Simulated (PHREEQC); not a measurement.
0.8 g of hydrous ferric oxide (600 m²/g; 0.2 weak and 0.005 strong sites per Fe, Dzombak-Morel constants, diffuse double layer) in 1 kg of water with 0.01 mol/kgw of an inert sodium salt and 8.4e-06 mol CuCl2, at 25 °C; the pH is set by adding NaOH or the inert anion's acid. O2 is buffered at 0.21 atm. The system is closed to CO2. Precipitation was switched off in this run.

Base run: PHREEQC, ion-association model, wateq4f.dat. Each further column changes one thing. The table gives surface charge σ (C/m²).

```
pH       base  background salt from 0.01 to 0.001 mol/kgw  oxide from 0.8 to 4 g/kgw  0.0034 mol/kgw SrCl2 added
-----  ------  ------------------------------------------  -------------------------  --------------------------
4       0.219                                       0.127                      0.228                       0.253
5.33    0.089                                         [?]                      0.091                       0.112
6       0.050                                         [?]                      0.051                         [?]
7.33    0.011                                         [?]                      0.011                       0.017
8.67   -0.007                                      -0.002                        [?]                      -0.002
10     -0.040                                      -0.016                     -0.041                      -0.004
10.67  -0.075                                      -0.036                     -0.077                      -0.004
12     -0.228                                         [?]                        [?]                      -0.007
```

Q: What belongs in the gaps?

A: 
- 5.33, background salt from 0.01 to 0.001 mol/kgw: 0.039
- 6, background salt from 0.01 to 0.001 mol/kgw: 0.019
- 6, 0.0034 mol/kgw SrCl2 added: 0.065
- 7.33, background salt from 0.01 to 0.001 mol/kgw: 0.004
- 8.67, oxide from 0.8 to 4 g/kgw: -0.008
- 12, background salt from 0.01 to 0.001 mol/kgw: -0.201
- 12, oxide from 0.8 to 4 g/kgw: -0.235

The database's constant for dissolved Cu(OH)2 is higher than later reviews accept.
